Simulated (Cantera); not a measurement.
**acetone + O2 + H2 (carbon deposition, reforming and gasification)**

Input: 1 mol acetone, 1.6 mol O2, a varied amount of H2, held at 1348 K and 65.0 bar.

Cantera equilibrium calculation (NASA polynomials, part measured and part estimated; ideal gas, pure solids and liquids). Candidate condensed phases: C, C6H6, C7H8, C8H18, H2O; 110 gas species. The feed counts by its element totals alone. The ideal-gas law is rough above about 30 bar. Rates play no part.

| n(H2) (mol) | x H2 | x CO | x H2O | x CO2 | x CH4 | x C2H6 | x C2H4 |
|---|---|---|---|---|---|---|---|
| 0.89 | 0.402 | 0.367 | 0.141 | 0.0657 | 0.0243 | 2.55e-6 | 3.07e-6 |
| 1.6 | 0.441 | 0.334 | 0.141 | 0.0547 | 0.0291 | 3.34e-6 | 3.67e-6 |
| 2.9 | 0.499 | 0.284 | 0.140 | 0.0408 | 0.0362 | 4.57e-6 | 4.44e-6 |
| 5.2 | 0.574 | 0.221 | 0.135 | 0.0265 | 0.0445 | 6.00e-6 | 5.06e-6 |
| 9.3 | 0.661 | 0.151 | 0.123 | 0.0143 | 0.0509 | 6.82e-6 | 5.00e-6 |
| 17 | 0.753 | 0.0863 | 0.103 | 0.00603 | 0.0515 | 6.12e-6 | 3.94e-6 |
| 30 | 0.830 | 0.0436 | 0.0794 | 0.00213 | 0.0451 | 4.27e-6 | 2.49e-6 |
| 54 | 0.891 | 0.0185 | 0.0551 | 0.000586 | 0.0343 | 2.30e-6 | 1.25e-6 |
| 97 | 0.934 | 0.00703 | 0.0354 | 0.000136 | 0.0233 | 1.01e-6 | 5.25e-7 |
x: gas mole fraction; nothing condenses.

From 0.89 mol H2 to 97 mol H2 nothing is condensed. The main C-bearing gas is CO at 0.89 mol H2 and CH4 at 97 mol H2.
